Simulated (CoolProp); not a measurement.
Computed with CoolProp (reference Helmholtz-energy equation of state, McLinden 2015).

Give the vapour pressure (MPa), liquid density (kg/m³), vapour density (kg/m³), enthalpy of vaporisation (kJ/kg) of saturated the fluoroketone C6F12O (FK-5-1-12) at 51.65, 70.75, 99.35 °C.


```csv
T (°C),p (MPa),liquid density (kg/m³),vapour density (kg/m³),enthalpy of vaporisation (kJ/kg)
51.65,0.111,1520,13.9,87.2
70.75,0.203,1450,25.1,81.1
99.35,0.440,1340,54.9,70.6
```
